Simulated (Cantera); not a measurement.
A freely propagating, adiabatic, planar premixed flame of H2 : O2 : N2 = 1 : 0.385 : 1.65 (molar parts), equivalence ratio 1.3, unburnt at 525 K and 0.460 bar; multicomponent transport, grid criteria slope 0.08 and curve 0.16, no radiation.

Cantera simulation using the H2/O2 subset of GRI-Mech 3.0, which has no nitrogen chemistry; the numbers are that mechanism's predictions, not measurements. Burning velocities carry a grid error of a few per cent, more on coarse grids.

Problem. Predict: laminar burning velocity; thermal thickness; peak x(H2O2); peak x(OH); peak x(O); peak x(HO2).

Solution. 
```
Quantity                     Value
------------------------  --------
laminar burning velocity  557 cm/s
thermal thickness          1.24 mm
peak x(H2O2)               1.08e-5
peak x(OH)                  0.0119
peak x(O)                  0.00866
peak x(HO2)               0.000176
```
